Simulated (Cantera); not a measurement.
Feed: 1 mol SiO2, 4.7 mol HCl, 0.39 mol N2, held at 1048.15 K and 0.133 bar.

Equilibrium computed with Cantera from the NASA thermochemical tables; the gas is ideal and each condensed phase is pure. Candidate condensed phases: H2O, NH4Cl, Si, SiO2, Si2N2O, Si3N4; 47 gas species. Kinetics and transport are ignored.

Base state: HCl 0.923, N2 0.0766, H2O 0.000120, SiCl4 6.01e-5 (mole fractions); condensed: SiO2(β-quartz).

What changes in the equilibrium state with this change: SiO2 replaced by Fe2O3?


```json
[
 {"species": "HCl", "before": "0.923", "after": "0.845"},
 {"species": "N2", "before": "0.0766", "after": "0.0775"},
 {"species": "H2O", "before": "0.000120", "after": "0.0444"},
 {"species": "FeCl3", "before": "0", "after": "0.0225"},
 {"species": "SiCl4", "before": "6.01e-5", "after": "0"},
 {"species": "FeCl2", "before": "0", "after": "0.00691"},
 {"species": "Fe2Cl6", "before": "0", "after": "6.26e-5"},
 {"species": "Fe2Cl4", "before": "0", "after": "3.29e-5"},
 {"species": "Cl2", "before": "7.16e-6", "after": "0.00341"},
 {"species": "SiO2(β-quartz), mol", "before": "1.000", "after": "0"},
 {"species": "Fe2O3(s), mol", "before": "0", "after": "0.926"}
]
```
Further candidate phases: Fe, FeCl2, FeCl3, FeO, Fe(OH)2, Fe(OH)3, Fe2O3, Fe3O4.
